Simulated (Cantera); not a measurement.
**Gas activation for diamond growth**

An isothermal, constant-pressure homogeneous reactor starts with CH₄ : H₂ : O₂ = 0.0063 : 1 : 0.0098 (molar parts), equivalence ratio 52, at 2650 K and 10.00 Torr.

Cantera simulation using GRI-Mech 3.0 (53 species, 325 reactions); the numbers are that mechanism's predictions, not measurements. Radical loss at walls, strong at low pressure, is not modelled.

| t (s) | x CH₄ | x H₂ | x O₂ | x CO | x CH₂CO | x CO₂ | x CH₂ |
|---|---|---|---|---|---|---|---|
| 0.00100 | 0.00316 | 0.944 | 1.70e-5 | 0.000230 | 1.05e-7 | 5.06e-6 | 9.00e-5 |
| 0.00209 | 0.00190 | 0.938 | 3.67e-8 | 0.000488 | 3.15e-7 | 1.46e-6 | 8.67e-5 |
| 0.00436 | 0.000777 | 0.931 | 5.27e-8 | 0.00106 | 5.13e-7 | 2.82e-6 | 5.60e-5 |
| 0.00911 | 0.000281 | 0.923 | 6.75e-8 | 0.00209 | 4.86e-7 | 5.51e-6 | 3.03e-5 |
| 0.0190 | 0.000123 | 0.912 | 8.11e-8 | 0.00380 | 2.58e-7 | 9.11e-6 | 2.00e-5 |
| 0.0397 | 2.20e-5 | 0.895 | 1.03e-7 | 0.00555 | 3.62e-8 | 1.18e-5 | 5.96e-6 |
| 0.0829 | 9.41e-9 | 0.863 | 1.94e-7 | 0.00580 | 1.93e-11 | 1.21e-5 | 5.07e-9 |
| 0.173 | 1.59e-12 | 0.809 | 4.57e-7 | 0.00563 | <1e-12 | 1.19e-5 | 2.17e-12 |
| 0.362 | <1e-12 | 0.735 | 1.06e-6 | 0.00540 | <1e-12 | 1.16e-5 | <1e-12 |
| 0.755 | <1e-12 | 0.674 | 1.83e-6 | 0.00521 | <1e-12 | 1.13e-5 | <1e-12 |
| 1.58 | <1e-12 | 0.655 | 2.15e-6 | 0.00515 | <1e-12 | 1.12e-5 | <1e-12 |
| 3.29 | <1e-12 | 0.653 | 2.17e-6 | 0.00514 | <1e-12 | 1.12e-5 | <1e-12 |
| 6.88 | <1e-12 | 0.653 | 2.17e-6 | 0.00514 | <1e-12 | 1.12e-5 | <1e-12 |
| 14.4 | <1e-12 | 0.653 | 2.17e-6 | 0.00514 | <1e-12 | 1.12e-5 | <1e-12 |
| 30.0 | <1e-12 | 0.653 | 2.17e-6 | 0.00514 | <1e-12 | 1.12e-5 | <1e-12 |
x: mole fraction; the columns are a selection and need not sum to one.

Equilibrium at this temperature and pressure: CH₄ <1e-12, H₂ 0.653, O₂ 2.17e-6, CO 0.00514, CH₂CO <1e-12, CO₂ 1.12e-5, CH₂ <1e-12 (gas phase only).
